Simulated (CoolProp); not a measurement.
Saturation properties of water (Tc = 373.9 °C, pc = 220.6 bar, ω = 0.344).

Computed with CoolProp (reference Helmholtz-energy equation of state, Wagner 2002).

```csv
T (°C),p (bar),enthalpy of vaporisation (kJ/kg),vapour viscosity (µPa s)
201.95,16.19,1932,[?]
210.05,19.10,1899,16.0
218.15,[?],1865,16.3
226.25,26.10,1830,16.6
234.35,30.27,1792,[?]
242.45,[?],1753,17.2
250.55,[?],1712,17.4
258.65,45.90,1669,17.8
266.75,52.29,[?],18.1
274.85,59.33,1575,[?]
282.95,67.07,1524,[?]
```

Q: Some entries are withheld; supply them.

A: 
- 201.95, vapour viscosity (µPa s): 15.7
- 218.15, p (bar): 22.39
- 234.35, vapour viscosity (µPa s): 16.9
- 242.45, p (bar): 34.93
- 250.55, p (bar): 40.13
- 266.75, enthalpy of vaporisation (kJ/kg): 1623
- 274.85, vapour viscosity (µPa s): 18.4
- 282.95, vapour viscosity (µPa s): 18.8

It boils at 100.0 °C under 1 atm.

Viscosity comes from a separate model (Huber 2009).
